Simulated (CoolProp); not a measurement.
Vapour-liquid equilibrium of ethane (1) + CHF3 (R23) (2) at -28.15 °C; x and y are mole fractions of (1).

Computed with CoolProp (multi-fluid Helmholtz-energy mixture model, Bücker 2006 and Penoncello 2003; pair parameters Bell 2016).

**Question.** Give the bubble pressure and the first vapour's composition at x = 0.35, 0.55, 0.75. Is there an azeotrope?

**Answer.** x = 0.35: 16.62 bar, y = 0.446; x = 0.55: 16.87 bar, y = 0.521; x = 0.75: 16.07 bar, y = 0.619. y crosses x between x = 0.45 and 0.55: the model has an azeotrope there.

Pair parameters are fitted to limited data, so mixtures are less certain than the pure fluids. With so large a gap from Raoult's law the liquid may split in two, which this calculation doesn't test in full.
